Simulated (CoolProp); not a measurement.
Vapour-liquid equilibrium of n-butane (1) + R113 (2) at 3.56 bar; x and y are mole fractions of (1).

Values from CoolProp's multi-fluid Helmholtz-energy mixture model, Bücker 2006 and Marx 1992; pair parameters Bell 2016.

| x | bubble temperature (°C) | y at the bubble point | dew temperature at overall composition x (°C) | liquid density (mol/L) |
|---|---|---|---|---|
| 0.05 | 85.8 | 0.164 | 89.8 | 7.562 |
| 0.15 | 76.1 | 0.405 | 86.3 | 7.803 |
| 0.25 | 68.2 | 0.567 | 82.5 | 8.025 |
| 0.35 | 61.8 | 0.679 | 78.4 | 8.235 |
| 0.45 | 56.6 | 0.761 | 74.0 | 8.438 |
| 0.55 | 52.2 | 0.823 | 69.1 | 8.638 |
| 0.65 | 48.4 | 0.872 | 63.6 | 8.838 |
| 0.75 | 45.1 | 0.914 | 57.3 | 9.043 |
| 0.85 | 42.0 | 0.950 | 50.1 | 9.255 |
| 0.95 | 39.2 | 0.984 | 42.0 | 9.477 |

No azeotrope shows between x = 0.05 and 0.95.

Pair parameters are fitted to limited data, so mixtures are less certain than the pure fluids.
